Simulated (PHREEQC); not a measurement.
Make-up at 20 °C: 0.0057 mol/kgw HF, 0.00051 mol/kgw (CH3)4NF and 0.0091 mol/kgw H2SiF6. Closed to the air; pH follows from the charge balance.

All values are PHREEQC results (ion-association model, phreeqc.dat), not measurements.

Precipitation was switched off in this run.

Order these F species by the share of F that they hold, largest first: F-, SiF6-2, HF.

SiF6-2 (89 %), HF (10 %), F- (0.56 %)

The pH is 1.80 and the ionic strength 0.0275 mol/kgw. (CH3)4N+ isn't in the database: it is added as a free cation with an ion size of 4 Å. SiF6-2 is the database's only silicon fluoride.
